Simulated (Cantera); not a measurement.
A perfectly stirred reactor is fed with CO : H2 : CH4 : O2 : N2 = 1 : 0.24 : 0.6 : 1.4 : 16.8 (molar parts), at 4.00 bar; it is adiabatic with a 748 K inlet, and is followed from long to short residence time, starting on the burning branch (τ in s: 0.21, 0.07, 0.023, 0.0077, 0.0026, 0.00085, 0.00028, 9.3e-05, 3.1e-05, 1e-05, 3.4e-06).

Computed with Cantera and GRI-Mech 3.0 (53 species, 325 reactions).

x: mole fraction; the columns are a selection and need not sum to one.

```
τ (s)    T (K)    x CO     x H2     x CH4     x H    x HCN     x NO2      x O2
-------  -----  ------  -------  --------  ------  -------  --------  --------
0.21      1597  0.0285  0.00964   0.00103     ___  1.17e-6  2.39e-10  0.000708
0.070     1589  0.0298  0.00945  0.000978     ___  1.51e-6  5.80e-10   0.00121
0.023     1575  0.0318  0.00915  0.000993     ___  1.84e-6   1.35e-9   0.00210
0.0077    1550  0.0351  0.00872   0.00115     ___  1.68e-6   2.51e-9   0.00382
0.0026     748  0.0499   0.0120    0.0299  <1e-12   <1e-12    <1e-12    0.0699
0.00085    748  0.0499   0.0120    0.0299  <1e-12   <1e-12    <1e-12    0.0699
0.00028    748  0.0499   0.0120    0.0299  <1e-12   <1e-12    <1e-12    0.0699
9.3e-5     748  0.0499   0.0120    0.0299  <1e-12   <1e-12    <1e-12    0.0699
3.1e-5     748  0.0499   0.0120    0.0299  <1e-12   <1e-12    <1e-12    0.0699
1.0e-5     748  0.0499   0.0120    0.0299  <1e-12   <1e-12    <1e-12    0.0699
3.4e-6     748  0.0499   0.0120    0.0299  <1e-12   <1e-12    <1e-12    0.0699
```

Some entries are withheld; supply them.


- 0.21, x H: 1.46e-5
- 0.070, x H: 2.54e-5
- 0.023, x H: 4.44e-5
- 0.0077, x H: 7.34e-5
